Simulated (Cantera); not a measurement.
Input: 1 mol Si, 0.004 mol O₂, 320 mol H₂, 0.012 mol H₂O, at 5.10 bar.

Equilibrium computed with Cantera from the NASA thermochemical tables; the gas is ideal and each condensed phase is pure. Candidate condensed phases: H₂O, Si, SiO₂; 18 gas species. Mutual solubility and eutectic melting of coexisting phases are not modelled. The tables hold silica as quartz up to 1696 K and as liquid above; real silica turns to tridymite and cristobalite and melts near 1996 K. Gases not in the tables: Si₂H₆ and higher silanes. Equilibrium is a limit: real reactors are often held back by kinetics, nucleation or transport.

Which condensed phases are stable at each of these points (T (K)): 1375, 1475, 1575, 1675, 1775, 1875, 1975?


```csv
T (K),condensed phases,Si condensed (%)
1375,Si(s) + SiO₂(β-quartz),99.6
1475,Si(s),97.9
1575,Si(s),97.7
1675,Si(s),97.4
1775,Si(l),97.0
1875,Si(l),96.1
1975,Si(l),94.3
```

At 1375 K the condensed part is Si(s) + SiO₂(β-quartz). From 1475 K to 1675 K the condensed part is Si(s). From 1775 K to 1975 K the condensed part is Si(l).
